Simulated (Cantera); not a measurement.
Charge: 1 mol SiCl4, 0.8 mol Cl2, 0.9 mol H2, held at 1098.15 K and 0.133 bar.

Cantera equilibrium calculation (NASA polynomials, part measured and part estimated; ideal gas, pure solids and liquids). Candidate condensed phases: Si; 19 gas species. The tables' values for SiCl3 are old estimates; treat these amounts as uncertain. Rates play no part.

Base state: HCl 0.593, SiCl4 0.370, H2 0.0366, SiHCl3 0.000332, SiCl3 0.000261 (mole fractions); condensed: gas only.

### Question
What changes in the equilibrium state with this change: H2 from 0.9 to 5.9 mol?

### Answer
```
species    before     after
-------  --------  --------
H2         0.0366     0.656
HCl         0.593     0.214
SiCl4       0.370     0.123
SiH2Cl2   3.57e-8   2.92e-5
SiCl2     2.58e-6  0.000118
SiHCl3   0.000332   0.00549
```

### Question
What changes in the equilibrium state with this change: Cl2 from 0.8 to 0.58 mol?

### Answer
```
species    before     after
-------  --------  --------
HCl         0.593     0.470
SiCl4       0.370     0.401
H2         0.0366     0.127
SiCl2     2.58e-6   1.55e-5
SiHCl3   0.000332   0.00158
SiCl3    0.000261  0.000665
```
